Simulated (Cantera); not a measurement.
# Premixed flame

A freely propagating, adiabatic, planar premixed flame of H2 : O2 : N2 : H2O = 1 : 0.294 : 1.29 : 0.059 (molar parts), unburnt at 450 K and 128 Torr; mixture-averaged transport, grid criteria slope 0.08 and curve 0.16, no radiation.

Model: the H2/O2 subset of GRI-Mech 3.0, which has no nitrogen chemistry, integrated in Cantera. Burning velocities carry a grid error of a few per cent, more on coarse grids.

| z (mm) | T (K) | u (m/s) | x H2 | x O2 | x H2O | x HO2 | x H | x OH |
|---|---|---|---|---|---|---|---|---|
| -12.4 | 450 | 4.00 | 0.378 | 0.111 | 0.0223 | <1e-8 | <1e-8 | <1e-8 |
| -8.25 | 450 | 4.00 | 0.378 | 0.111 | 0.0223 | <1e-8 | <1e-8 | <1e-8 |
| -6.19 | 450 | 4.00 | 0.378 | 0.111 | 0.0223 | <1e-8 | <1e-8 | <1e-8 |
| -4.13 | 450 | 4.00 | 0.378 | 0.111 | 0.0223 | 6.35e-8 | <1e-8 | <1e-8 |
| -2.06 | 461 | 4.09 | 0.376 | 0.111 | 0.0229 | 9.42e-5 | 0.000126 | 4.09e-5 |
| -1.03 | 660 | 5.76 | 0.348 | 0.106 | 0.0395 | 5.13e-5 | 0.00828 | 0.000430 |
| 0 | 1058 | 8.97 | 0.235 | 0.0671 | 0.124 | 1.63e-5 | 0.0591 | 0.00158 |
| 1.03 | 1310 | 11.0 | 0.137 | 0.0126 | 0.228 | 2.81e-6 | 0.0981 | 0.00342 |
| 2.06 | 1408 | 11.8 | 0.126 | 0.00347 | 0.247 | 7.18e-7 | 0.0968 | 0.00401 |
| 4.13 | 1511 | 12.5 | 0.132 | 0.00231 | 0.251 | 4.28e-7 | 0.0845 | 0.00474 |
| 8.25 | 1625 | 13.4 | 0.140 | 0.00178 | 0.254 | 2.98e-7 | 0.0693 | 0.00529 |
| 16.5 | 1744 | 14.2 | 0.148 | 0.00120 | 0.258 | 1.91e-7 | 0.0536 | 0.00539 |
| 33.0 | 1854 | 15.0 | 0.155 | 0.000706 | 0.262 | 1.14e-7 | 0.0391 | 0.00492 |
x: mole fraction of selected species; z is measured from the peak of heat release.

| Property | Result |
|---|---|
| laminar burning velocity | 400 cm/s |
| thermal thickness | 4.13 mm |
| peak x(HO2) | 0.000103 |
| peak x(H) | 0.0996 |
| peak x(OH) | 0.00542 |
| grid points | 138 |
